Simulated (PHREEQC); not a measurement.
PHREEQC input (Pitzer model, pitzer.dat):

```
SOLUTION 1
  temp 25
  units mol/kgw
  pH 7 charge
  C(4) 0.12
  Na 0.521
  Cl 0.038
  S(6) 0.1
END
USE solution 1
INCREMENTAL_REACTIONS false
REACTION 1
  H2O -1
  0 9.886 18.011 24.689 30.178 34.689 38.397 41.444
  43.949 46.007 47.699 49.089 50.232 51.172 51.944 52.578
  53.1 53.528 53.88 54.17 54.408 54.603 moles
EQUILIBRIUM_PHASES 1
  Burkeite 0 0
  Halite 0 0
  Mirabilite 0 0
  Nahcolite 0 0
  Natron 0 0
  Thenardite 0 0
  Trona 0 0
SELECTED_OUTPUT 1
  -reset false
  -pH true
  -pe true
  -ionic_strength true
  -water true
  -activities H2O
  -totals C Cl Na S
  -molalities H+ Na+ Cl- CO3-2 SO4-2 OH- HCO3- CO2 HSO4-
  -equilibrium_phases Burkeite Halite Mirabilite Nahcolite Natron Thenardite Trona
PRINT
  -reset false
END
```

Selected output (columns that matter, 17 of 22 rows; water left (kg) added in front):

```
water left (kg)	pH	mu	C	Cl	Na	S	m_Na+	m_Cl-	m_CO3-2	m_SO4-2	la_H2O	Burkeite	Halite	Natron
1	12.44	0.74077	0.12	0.038	0.521	0.1	0.521	0.038	0.11977	0.1	-0.005028	0	0	0
0.821895	12.519	0.90136	0.146	0.046235	0.6339	0.12167	0.6339	0.046235	0.14579	0.12167	-0.0060453	0	0	0
0.555205	12.682	1.3344	0.21614	0.068443	0.93839	0.18011	0.93839	0.068443	0.21594	0.18011	-0.0087327	0	0	0
0.456316	12.767	1.6237	0.26298	0.083276	1.1418	0.21915	1.1418	0.083276	0.26279	0.21915	-0.010499	0	0	0
0.375046	12.854	1.9756	0.31996	0.10132	1.3892	0.26663	1.3892	0.10132	0.31979	0.26663	-0.012635	0	0	0
0.253348	13.039	2.9247	0.47366	0.14999	2.0565	0.39471	2.0565	0.14999	0.47351	0.39471	-0.01843	0	0	0
0.208218	13.139	3.5586	0.57632	0.1825	2.5022	0.48026	2.5022	0.1825	0.57619	0.48026	-0.022406	0	0	0
0.171142	13.244	4.3296	0.70117	0.22204	3.0443	0.58431	3.0443	0.22204	0.70105	0.58431	-0.027429	0	0	0
0.140659	13.356	5.268	0.85313	0.27016	3.704	0.71094	3.704	0.27016	0.85302	0.71094	-0.033894	0	0	0
0.0950242	13.601	7.7979	1.2628	0.3999	5.4828	1.0524	5.4828	0.3999	1.2628	1.0524	-0.053769	0	0	0
0.0780892	13.736	9.4891	1.5367	0.48662	6.6719	1.2806	6.6719	0.48662	1.5366	1.2806	-0.069408	0	0	0
0.0641809	13.878	11.545	1.8697	0.59208	8.1177	1.5581	8.1177	0.59208	1.8696	1.5581	-0.091339	0	0	0
0.0433545	14.1	11.47	2.1432	0.8765	8.2694	1.0573	8.2694	0.8765	2.1432	1.0573	-0.10337	0.027081	0	0
0.0356436	14.223	11.566	2.3419	1.0661	8.4686	0.75609	8.4686	1.0661	2.3419	0.75609	-0.11321	0.036525	0	0
0.0284693	14.366	11.85	2.5315	1.3348	8.8487	0.47022	8.8487	1.3348	2.5315	0.47022	-0.1289	0.043307	0	0.0046222
0.0197896	14.688	15.026	3.573	1.9202	11.382	0.07148	11.382	1.9202	3.5729	0.07148	-0.20425	0.049293	0	0
0.0162764	14.896	17.154	4.3189	1.4462	12.799	0.036368	12.799	1.4462	4.3189	0.036368	-0.24072	0.049704	0.014462	0
```
